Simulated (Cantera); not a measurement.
## Ignition delay

Mixture: CH₄ : O₂ : N₂ = 1.9 : 2.56 : 15.1 (molar parts), at 1.01 bar, adiabatic and at constant pressure. Ignition delay is the time to a rise of 400 K.

Detailed kinetics in Cantera: GRI-Mech 3.0 (53 species, 325 reactions).

```csv
T0 (K),delay (ms)
1250,43.3
1325,16.1
1400,6.35
1475,2.67
1550,1.21
1625,0.594
1700,0.319
1775,0.185
1850,0.114
1925,0.0745
```

| Item | Result |
|---|---|
| apparent activation energy between 1775 and 1925 K | 170 kJ/mol |
